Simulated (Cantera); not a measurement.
Adiabatic ignition

An adiabatic, constant-pressure homogeneous reactor starts with 6.35 % CH4, 1.08 % H2, 17.0 % O2, 64.2 % N2, 11.4 % H2O, equivalence ratio 0.78, at 973 K and 1000000 Pa.

Detailed kinetics in Cantera: GRI-Mech 3.0 (53 species, 325 reactions). Below about 1000 K GRI-Mech 3.0 lacks low-temperature oxidation paths.

```
t (s)     T (K)   x CH4      x H2    x O2    x H2O2  x H2O     x HO2      x CO
--------  -----  ------  --------  ------  --------  -----  --------  --------
9.00e-6     973  0.0635    0.0108   0.170    <1e-12  0.114  3.39e-10    <1e-12
2.33e-5     973  0.0635    0.0108   0.170  3.84e-12  0.114  9.22e-10    <1e-12
6.01e-5     973  0.0635    0.0108   0.170  2.75e-11  0.114   2.63e-9    <1e-12
0.000155    973  0.0635    0.0108   0.170  2.05e-10  0.114   7.84e-9    <1e-12
0.000402    973  0.0635    0.0108   0.170   1.51e-9  0.114   2.29e-8    <1e-12
0.00104     973  0.0635    0.0108   0.170   1.03e-8  0.114   6.53e-8  4.24e-12
0.00268     973  0.0635    0.0108   0.170   6.84e-8  0.114   2.18e-7  6.37e-11
0.00694     973  0.0635    0.0108   0.170   7.22e-7  0.114   1.24e-6   4.21e-9
0.0179      974  0.0634    0.0107   0.169   1.41e-5  0.115   6.63e-6   4.97e-6
0.0463     2288  <1e-12  0.000808  0.0364   6.48e-7  0.250   5.92e-6   0.00113
0.120      2281  <1e-12  0.000796  0.0345   6.20e-7  0.250   5.57e-6   0.00110
0.310      2280  <1e-12  0.000795  0.0344   6.17e-7  0.250   5.54e-6   0.00110
0.800      2280  <1e-12  0.000795  0.0344   6.17e-7  0.250   5.54e-6   0.00110
```
x: mole fraction; the columns are a selection and need not sum to one.

* **time of steepest temperature rise**: 36.6 ms
* **temperature at 0.800 s**: 2280 K
* **equilibrium temperature**: 2280 K
* **x(CH4) at 0.800 s**: <1e-12 (gas-phase equilibrium <1e-12)
* **x(H2) at 0.800 s**: 0.000795 (gas-phase equilibrium 0.000795)
* **x(O2) at 0.800 s**: 0.0344 (gas-phase equilibrium 0.0344)
